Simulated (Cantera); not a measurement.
Input: 1 mol Si(CH3)4, 0.099 mol C3H8, 6.4 mol H2, 0.061 mol HCl, equilibrated at 2200 K and 133 Pa.

These are equilibrium values from Cantera (NASA tables, ideal gas, pure condensed phases), not measurements of a reactor. Candidate condensed phases: C, C6H6, C7H8, C8H18, Si, SiC; 109 gas species. The tables' values for SiCl are old estimates; treat these amounts as uncertain. Gases not in the tables: Si2H6 and higher silanes. Equilibrium is a limit: real reactors are often held back by kinetics, nucleation or transport.

Base state: H2 0.819, H 0.140, Si 0.0297, HCl 0.00372, SiC2 0.00285, C2H2 (acetylene) 0.00210, Si2C 0.00174, Cl 0.000462 (mole fractions); condensed: C(graphite) + SiC(s).

Task: What changes in the equilibrium state with this change: HCl from 0.061 to 5 mol?

Result: 
```tsv
species	before	after
H2	0.819	0.607
HCl	0.00372	0.195
H	0.140	0.120
Cl	0.000462	0.0280
SiCl2	3.51e-6	0.0123
Si	0.0297	0.0283
SiCl3	<1e-9	1.36e-5
SiCl	5.51e-5	0.00319
SiH2	2.62e-5	1.85e-5
C2H2 (acetylene)	0.00210	0.00156
SiH	0.000434	0.000356
C(graphite), mol	3.66	4.09
SiC(s), mol	0.474	0
```
The tables' values for SiCl, SiCl3 are old estimates; treat these amounts as uncertain.

Task: What changes in the equilibrium state with this change: temperature from 2200 K to 1023.15 K?

Result: 
| species | before | after |
|---|---|---|
| H2 | 0.819 | 0.995 |
| HCl | 0.00372 | 0.00474 |
| CH4 | 2.35e-7 | 9.89e-5 |
| H | 0.140 | 1.14e-7 |
| Si | 0.0297 | <1e-9 |
| SiC2 | 0.00285 | <1e-9 |
| Si2C | 0.00174 | <1e-9 |
| C(graphite), mol | 3.66 | 3.30 |
| SiC(s), mol | 0.474 | 1.00 |
